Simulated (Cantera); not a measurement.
An isothermal, constant-pressure homogeneous reactor starts with NO : N2 = 1 : 0.2 (molar parts), at 1650 K and 5800 Pa. Integrator tolerance rtol = 1e-08.

Computed with Cantera and GRI-Mech 3.0 (53 species, 325 reactions).

Task: What does this change do: pressure from 5800 Pa to 39000 Pa?

Result: 
```json
[
 {"quantity": "x(NO) at 3.00 s", "before": "0.820 (gas-phase equilibrium 0.00289)", "after": "0.753 (gas-phase equilibrium 0.00289)"},
 {"quantity": "x(N2) at 3.00 s", "before": "0.173 (gas-phase equilibrium 0.582)", "after": "0.207 (gas-phase equilibrium 0.582)"},
 {"quantity": "x(O) at 3.00 s", "before": "1.48e-5 (gas-phase equilibrium 6.97e-5)", "after": "9.25e-6 (gas-phase equilibrium 2.69e-5)"},
 {"quantity": "x(NO2) at 3.00 s", "before": "0.000146 (gas-phase equilibrium 3.46e-6)", "after": "0.000750 (gas-phase equilibrium 8.97e-6)"},
 {"quantity": "x(O2) at 3.00 s", "before": "0.00642 (gas-phase equilibrium 0.415)", "after": "0.0396 (gas-phase equilibrium 0.415)"}
]
```

Task: What does this change do: temperature 1650 to 1973 K?

Result: 
```json
[
 {"quantity": "x(NO) at 3.00 s", "before": "0.820 (gas-phase equilibrium 0.00289)", "after": "0.497 (gas-phase equilibrium 0.00855)"},
 {"quantity": "x(N2) at 3.00 s", "before": "0.173 (gas-phase equilibrium 0.582)", "after": "0.335 (gas-phase equilibrium 0.579)"},
 {"quantity": "x(O) at 3.00 s", "before": "1.48e-5 (gas-phase equilibrium 6.97e-5)", "after": "0.000974 (gas-phase equilibrium 0.00145)"},
 {"quantity": "x(NO2) at 3.00 s", "before": "0.000146 (gas-phase equilibrium 3.46e-6)", "after": "0.000190 (gas-phase equilibrium 5.20e-6)"},
 {"quantity": "x(O2) at 3.00 s", "before": "0.00642 (gas-phase equilibrium 0.415)", "after": "0.167 (gas-phase equilibrium 0.411)"}
]
```
